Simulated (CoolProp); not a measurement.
Chlorine at 293.15 K and 0.0742 MPa is throttled through a valve to 0.00545 MPa with no heat exchange. Each further row changes one setting.

The numbers come from the reference Helmholtz-energy equation of state, Thol 2021 in CoolProp.

| case | temperature change (K) | final density (kg/m³) |
|---|---|---|
| as stated | -2.1 | [?] |
| outlet pressure 0.00163 MPa | -2.3 | [?] |
| outlet pressure 0.00709 MPa | -2.1 | [?] |

### Question
Complete the blanks.

### Answer

- as stated, final density (kg/m³): 0.160
- outlet pressure 0.00163 MPa, final density (kg/m³): 0.0478
- outlet pressure 0.00709 MPa, final density (kg/m³): 0.208
